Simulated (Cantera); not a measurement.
Charge: 1 mol MgCO3, 0.062 mol H2S, 6.1 mol O2, at 0.133 bar.

Equilibrium computed with Cantera from the NASA thermochemical tables; the gas is ideal and each condensed phase is pure. Candidate condensed phases: C, C6H6, C7H8, C8H18, H2O, H2SO4, Mg, MgCO3, MgO, Mg(OH)2, MgS, MgSO4, S; 130 gas species. Mutual solubility and eutectic melting of coexisting phases are not modelled. Equilibrium is a limit: real reactors are often held back by kinetics, nucleation or transport.

x: gas mole fraction; n: condensed amount in mol.

```tsv
T (K)	x O2	x CO2	x H2O	x SO2	x SO3	x OH	x O	n MgO(s)	n MgSO4(s)
675	0.849	0.142	0.00881	<1e-12	…	6.68e-12	<1e-12	0.938	0.0620
725	0.849	0.142	0.00881	1.95e-12	…	4.89e-11	<1e-12	0.938	0.0620
775	0.849	0.142	0.00881	1.15e-10	…	2.77e-10	<1e-12	0.938	0.0620
825	0.849	0.142	0.00881	4.12e-9	…	1.27e-9	<1e-12	0.938	0.0620
875	0.849	0.142	0.00881	9.68e-8	…	4.92e-9	5.19e-12	0.938	0.0620
925	0.849	0.142	0.00881	1.60e-6	…	1.64e-8	3.38e-11	0.938	0.0620
975	0.849	0.142	0.00881	1.98e-5	…	4.85e-8	1.82e-10	0.938	0.0617
1025	0.849	0.142	0.00881	0.000189	…	1.29e-7	8.33e-10	0.940	0.0601
1075	0.848	0.142	0.00879	0.00145	…	3.13e-7	3.31e-9	0.951	0.0490
1125	0.842	0.140	0.00870	0.00747	…	6.97e-7	1.16e-8	1.00	0
1175	0.842	0.140	0.00870	0.00786	…	1.46e-6	3.67e-8	1.00	0
```

Task: What belongs in the gaps?

Result: 
- 675, x SO3: 3.21e-12
- 725, x SO3: 1.05e-10
- 775, x SO3: 2.15e-9
- 825, x SO3: 3.05e-8
- 875, x SO3: 3.16e-7
- 925, x SO3: 2.53e-6
- 975, x SO3: 1.62e-5
- 1025, x SO3: 8.62e-5
- 1075, x SO3: 0.000389
- 1125, x SO3: 0.00123
- 1175, x SO3: 0.000833
